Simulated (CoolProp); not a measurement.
Fluorine along the isotherm -160.55 °C: fugacity coefficient from the reference equation and from simpler models built on Tc = -128.7 °C, pc = 5.240 MPa, ω = 0.045; each cubic takes its own stable root.

Values from CoolProp's reference Helmholtz-energy equation of state, de Reuck 1990.

```
p (MPa)   phase  reference  van der Waals  Redlich-Kwong  Soave-Redlich-Kwong  Peng-Robinson
-------  ------  ---------  -------------  -------------  -------------------  -------------
0.0249      gas     0.9966         0.9975         0.9967               0.9967         0.9965
0.0387      gas     0.9947         0.9961         0.9949               0.9949         0.9946
0.0603      gas     0.9918         0.9939         0.9921               0.9921         0.9916
0.0938      gas     0.9872         0.9905         0.9877               0.9877         0.9869
0.146       gas     0.9801         0.9851         0.9809               0.9809         0.9797
0.227       gas        [?]         0.9769         0.9704               0.9704            [?]
0.354       gas        [?]         0.9640         0.9539               0.9539            [?]
0.551       gas     0.9255         0.9440         0.9284               0.9284         0.9238
0.859       gas     0.8841         0.9126         0.8886               0.8886         0.8819
1.34     liquid     0.6801         0.8634         0.6940               0.6930         0.6830
2.08     liquid     0.4485            [?]         0.4579               0.4573         0.4494
3.24     liquid     0.2986         0.4806         0.3052               0.3048         0.2982
5.05     liquid     0.2027         0.3345         0.2074               0.2071         0.2013
7.86     liquid     0.1420         0.2431         0.1455               0.1453         0.1398
```

Fill in the missing entries.


- 0.227, reference: 0.9692
- 0.227, Peng-Robinson: 0.9684
- 0.354, reference: 0.9520
- 0.354, Peng-Robinson: 0.9509
- 2.08, van der Waals: 0.7098

At some of these states van der Waals gives the other phase, because its saturation line lies elsewhere.
